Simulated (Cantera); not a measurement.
Input: 1 mol SiCl4, a varied amount of H2, 3.4 mol HCl, equilibrated at 1125 K and 320000 Pa.

Equilibrium computed with Cantera from the NASA thermochemical tables; the gas is ideal and each condensed phase is pure. Candidate condensed phases: Si; 19 gas species. The tables' values for SiCl3 are old estimates; treat these amounts as uncertain. Equilibrium is a limit: real reactors are often held back by kinetics, nucleation or transport.

x: gas mole fraction; nothing condenses.

```json
[
 {"n(H2) (mol)": "0.4", "x HCl": "0.709", "x H2": "0.0829", "x SiCl4": "0.208", "x SiHCl3": "0.000422"},
 {"n(H2) (mol)": "0.73", "x HCl": "0.664", "x H2": "?", "x SiCl4": "0.194", "x SiHCl3": "?"},
 {"n(H2) (mol)": "1", "x HCl": "0.631", "x H2": "0.184", "x SiCl4": "0.184", "x SiHCl3": "0.000934"},
 {"n(H2) (mol)": "1.4", "x HCl": "0.587", "x H2": "?", "x SiCl4": "0.171", "x SiHCl3": "?"},
 {"n(H2) (mol)": "1.7", "x HCl": "0.559", "x H2": "0.277", "x SiCl4": "0.162", "x SiHCl3": "0.00140"},
 {"n(H2) (mol)": "2", "x HCl": "0.533", "x H2": "0.311", "x SiCl4": "0.155", "x SiHCl3": "0.00157"},
 {"n(H2) (mol)": "2.3", "x HCl": "0.509", "x H2": "0.341", "x SiCl4": "0.147", "x SiHCl3": "0.00172"},
 {"n(H2) (mol)": "2.7", "x HCl": "0.481", "x H2": "0.378", "x SiCl4": "0.139", "x SiHCl3": "0.00190"},
 {"n(H2) (mol)": "3", "x HCl": "0.462", "x H2": "0.403", "x SiCl4": "0.133", "x SiHCl3": "0.00202"},
 {"n(H2) (mol)": "3.3", "x HCl": "0.444", "x H2": "0.426", "x SiCl4": "0.128", "x SiHCl3": "0.00213"},
 {"n(H2) (mol)": "3.6", "x HCl": "0.427", "x H2": "0.448", "x SiCl4": "0.123", "x SiHCl3": "0.00223"},
 {"n(H2) (mol)": "4", "x HCl": "0.407", "x H2": "0.474", "x SiCl4": "0.117", "x SiHCl3": "0.00235"}
]
```

Some entries are withheld; supply them.


- 1.4, x H2: 0.240
- 1.4, x SiHCl3: 0.00121
- 0.73, x H2: 0.142
- 0.73, x SiHCl3: 0.000719
